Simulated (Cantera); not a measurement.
Input (Python, Cantera):

```python
import numpy as np
import cantera as ct

gas = ct.Solution("h2o2.yaml")
gas.TPX = 473, 13332, {'H2': 1, 'O2': 0.278, 'N2': 1.28, 'H2O': 0.0085}
flame = ct.FreeFlame(gas, width=0.16)
flame.set_refine_criteria(ratio=3, slope=0.08, curve=0.16)
flame.transport_model = "mixture-averaged"
flame.solve(loglevel=0, auto=True)
z, T = flame.grid, flame.T
thick = (T[-1] - T[0]) / np.gradient(T, z).max()
show = ['H2', 'O2', 'H2O2', 'HO2', 'H2O', 'O']
print(f"laminar burning velocity  {flame.velocity[0] * 100:.3f} cm/s")
print(f"burnt temperature         {T[-1]:.1f} K")
print(f"thermal thickness         {thick * 1e3:.4f} mm")
print(f"grid points               {len(z)}")
z0 = z[flame.heat_release_rate.argmax()]
print(f"{'z/mm':>9s}{'T/K':>9s}{'u/(m/s)':>9s}" + "".join(f"{s:>11s}" for s in show))
rows = []
for k in (-3, -2, -1.5, -1, -0.5, -0.25, 0, 0.25, 0.5, 1, 2, 4, 8):
    zz = z0 + k * thick
    rows.append([k * thick, np.interp(zz, z, T), np.interp(zz, z, flame.velocity),
                 *(np.interp(zz, z, flame.X[gas.species_index(s)]) for s in show)])
    print(f"{rows[-1][0] * 1e3:9.3f}{rows[-1][1]:9.1f}{rows[-1][2]:9.3f}" + "".join(f"{x:11.3e}" for x in rows[-1][3:]))
```

It prints:

```
laminar burning velocity  407.499 cm/s
burnt temperature         2100.2 K
thermal thickness         5.9095 mm
grid points               148
     z/mm      T/K  u/(m/s)         H2         O2       H2O2        HO2        H2O          O
  -17.728    473.0    4.075  3.896e-01  1.083e-01  1.016e-20  1.289e-15  3.312e-03  6.750e-19
  -11.819    473.0    4.075  3.896e-01  1.083e-01  2.650e-16  2.946e-12  3.312e-03  2.401e-15
   -8.864    473.0    4.075  3.896e-01  1.083e-01  3.227e-14  2.442e-10  3.312e-03  2.578e-13
   -5.909    473.0    4.075  3.896e-01  1.083e-01  1.094e-10  1.645e-07  3.312e-03  3.775e-10
   -2.955    485.5    4.174  3.876e-01  1.082e-01  1.918e-06  6.760e-05  3.980e-03  7.962e-06
   -1.477    664.4    5.628  3.605e-01  1.029e-01  2.197e-06  3.394e-05  1.892e-02  1.627e-04
    0.000   1047.0    8.638  2.398e-01  6.229e-02  2.272e-07  1.122e-05  1.063e-01  3.600e-03
    1.477   1288.7   10.539  1.440e-01  8.790e-03  1.828e-07  1.510e-06  2.092e-01  3.416e-03
    2.955   1379.1   11.217  1.370e-01  2.194e-03  1.573e-07  3.474e-07  2.236e-01  2.306e-03
    5.909   1477.2   11.933  1.438e-01  1.533e-03  1.447e-07  2.171e-07  2.260e-01  2.087e-03
   11.819   1591.2   12.747  1.527e-01  1.211e-03  1.079e-07  1.543e-07  2.284e-01  1.769e-03
   23.638   1709.9   13.575  1.616e-01  8.417e-04  6.446e-08  1.011e-07  2.315e-01  1.307e-03
   47.276   1821.1   14.331  1.697e-01  5.079e-04  3.387e-08  6.175e-08  2.351e-01  8.292e-04
```

Detailed kinetics in Cantera: the H2/O2 subset of GRI-Mech 3.0, which has no nitrogen chemistry. Burning velocities carry a grid error of a few per cent, more on coarse grids.
